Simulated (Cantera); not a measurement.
A perfectly stirred reactor is fed with CH2O : O2 : N2 = 0.0031 : 0.017 : 1 (molar parts), equivalence ratio 0.18, at 7.90 atm; it is held at 1448 K, and followed from long to short residence time.

Cantera simulation using GRI-Mech 3.0 (53 species, 325 reactions); the numbers are that mechanism's predictions, not measurements.

Q: Predict: x(CH2O) at τ = 0.780 s; x(O2) at τ = 0.780 s; x(NO) at τ = 0.780 s; x(HO2) at τ = 0.780 s; x(CH2O) at τ = 41.0 ms; x(O2) at τ = 41.0 ms; x(NO) at τ = 41.0 ms; x(HO2) at τ = 41.0 ms.

A: 
```json
{
  "x(CH2O) at τ = 0.780 s": "2.71e-7",
  "x(O2) at τ = 0.780 s": "0.0136",
  "x(NO) at τ = 0.780 s": "1.04e-6",
  "x(HO2) at τ = 0.780 s": "1.93e-7",
  "x(CH2O) at τ = 41.0 ms": "2.25e-6",
  "x(O2) at τ = 41.0 ms": "0.0137",
  "x(NO) at τ = 41.0 ms": "1.10e-6",
  "x(HO2) at τ = 41.0 ms": "1.43e-6"
}
```
